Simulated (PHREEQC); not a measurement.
A solution holds 0.0019 mol/kgw Li2SO4, 7.9e-05 mol/kgw Zn(NO3)2, 0.051 mol/kgw ZnSO4 and 9.6e-05 mol/kgw CdCl2, at 25 °C. It is in equilibrium with CO2 at log p = -3.4 (atm). Otherwise closed; pH follows from the charge balance.

The numbers come from PHREEQC with the ion-association model, phreeqc.dat.

Precipitation was switched off in this run.

Q: Order these Cd species by the share of Cd that they hold, largest first: Cd+2, CdSO4, CdCl+, Cd(SO4)2-2.

A: Cd+2 (47 %), CdSO4 (42 %), Cd(SO4)2-2 (12 %), CdCl+ (0.29 %)

Q: Order these C species by the share of C that they hold, largest first: ZnCO3, ZnHCO3+, CO2, HCO3-.

A: CO2 (74 %), ZnHCO3+ (15 %), HCO3- (12 %), ZnCO3 (0.22 %)

The pH is 5.43 and the ionic strength 0.114 mol/kgw.
